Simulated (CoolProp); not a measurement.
Values from CoolProp's reference Helmholtz-energy equation of state, Leachman 2009.

For normal hydrogen, give the phase and the speed of sound (m/s), conductivity (mW/(m K)) at -215.05 °C and 1.77 MPa.


- -215.05 °C and 1.77 MPa: supercritical; speed of sound 630, conductivity 51.0

Thermal conductivity comes from a separate model (Assael 2011).
